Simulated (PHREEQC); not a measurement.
A column of 1 m (40 cells, dispersivity 0.035 m, 300 s a shift, diffusion coefficient 3e-10 m²/s) holds 0.14 eq of the database's cation exchanger X per kg of pore water, first in equilibrium with 0.00064 mol MnCl2, 0.0039 mol MgCl2 and 1e-05 mol HCl per kg of water. It is flushed with 0.015 mol/kgw MgCl2, 0.032 mol/kgw (NH4)2SO4, 0.00046 mol/kgw Na2SO4 and 1e-05 mol/kgw HCl, at 25 °C. Values are for the last cell. The system is closed to CO2. No solid was allowed to form.

The series has 34 steps of pore volumes, from 0 to 4.963.

All values are PHREEQC results (ion-association model, phreeqc.dat), not measurements.

Q: After how many pore volumes does NH4 at the outlet first reach half of its feed value?

A: By 2.4 pore volumes.

Q: After how many pore volumes does S at the outlet first reach half of its feed value?

A: By 1.1 pore volumes.

Q: After how many pore volumes does Na at the outlet first reach half of its feed value?

A: By 1.4 pore volumes.
